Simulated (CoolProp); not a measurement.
Propane at 293.15 K and 0.0964 MPa flows at 8.2 m/s in a round tube of 12.7 mm bore and 15 µm roughness, fully developed (64/Re and Nu = 3.66 if laminar; Colebrook and Gnielinski if turbulent). Each further row changes one setting.

Values from CoolProp's reference Helmholtz-energy equation of state, Lemmon 2009.

| case | Reynolds number | Darcy friction factor | pressure drop (Pa/m) | heat-transfer coefficient (W/(m² K)) | mass flow (kg/h) |
|---|---|---|---|---|---|
| as stated | 23000 | [?] | [?] | 91.6 | [?] |
| velocity 16.4 m/s | 46100 | 0.0248 | 465 | [?] | [?] |
| diameter 25.4 mm | 46100 | [?] | [?] | 77.7 | 26.5 |

Question: Some entries are withheld; supply them.

Answer: 
- as stated, Darcy friction factor: 0.0276
- as stated, pressure drop (Pa/m): 129
- as stated, mass flow (kg/h): 6.63
- velocity 16.4 m/s, heat-transfer coefficient (W/(m² K)): 167
- velocity 16.4 m/s, mass flow (kg/h): 13.3
- diameter 25.4 mm, Darcy friction factor: 0.0232
- diameter 25.4 mm, pressure drop (Pa/m): 54.3

Viscosity comes from a separate model (Vogel 1998). Thermal conductivity comes from a separate model (Marsh 2002).
